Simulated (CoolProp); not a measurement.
Vapour-liquid equilibrium of n-pentane (1) + cyclohexane (2) at 74.65 °C; x and y are mole fractions of (1).

The numbers come from the multi-fluid Helmholtz-energy mixture model, Thol 2019 and Zhou 2014; pair parameters Bell 2016 in CoolProp.

```
x     bubble pressure, mixture model (kPa)  bubble pressure, Raoult's law (kPa)  y, mixture model  y, Raoult's law
----  ------------------------------------  -----------------------------------  ----------------  ---------------
0.05                                 97.80                                95.96               [?]            0.167
0.2                                  136.3                                131.5             0.492            0.488
0.35                                 172.2                                167.0               [?]            0.673
0.5                                  206.6                                202.5               [?]            0.792
0.65                                 240.4                                238.0               [?]            0.876
0.8                                    [?]                                273.5             0.926            0.938
0.95                                 309.0                                309.0             0.983            0.986
```

Question: Complete the blanks.

Answer: 
- 0.05, y, mixture model: 0.178
- 0.35, y, mixture model: 0.663
- 0.5, y, mixture model: 0.776
- 0.65, y, mixture model: 0.859
- 0.8, bubble pressure, mixture model (kPa): 274.3

The largest gap from Raoult's law is +3.7 % in bubble pressure, at x = 0.2. No azeotrope shows between x = 0.05 and 0.95.

The pair parameters rest on a limited set of measurements; away from them the model extrapolates.
